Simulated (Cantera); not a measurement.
An adiabatic, constant-pressure homogeneous reactor starts with 3.67 % C3H8, 20.2 % O2, 76.1 % N2, equivalence ratio 0.91, at 1800 K and 1.40 bar.

Computed with Cantera and GRI-Mech 3.0 (53 species, 325 reactions). GRI-Mech 3.0 was tuned for natural gas; its chemistry of propane as a main component is partial and can be far from experiment.

Predict: time of steepest temperature rise; temperature at 2.00 s; equilibrium temperature; x(O2) at 2.00 s; x(H2O2) at 2.00 s.


```json
{
  "time_of_steepest_temperature_rise": "9.88 µs",
  "temperature at 2.00 s": "2858 K",
  "equilibrium_temperature": "2858 K",
  "x(O2) at 2.00 s": "0.0321 (gas-phase equilibrium 0.0321)",
  "x(H2O2) at 2.00 s": "3.08e-7 (gas-phase equilibrium 3.08e-7)"
}
```
